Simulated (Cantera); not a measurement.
Feed: 1 mol HCl, 0.054 mol H2, 0.45 mol O2, equilibrated at 2.80 bar.

Cantera equilibrium calculation (NASA polynomials, part measured and part estimated; ideal gas, pure solids and liquids). Candidate condensed phases: H2O; 14 gas species. The numbers say what is thermodynamically allowed, not how fast it happens.

Task: At 1300 K, list the 5 most abundant gas species with their mole fractions, and the condensed phases.

Result: HCl 0.507, O2 0.250, H2O 0.140, Cl2 0.100, Cl 0.00235. Condensed: gas only.
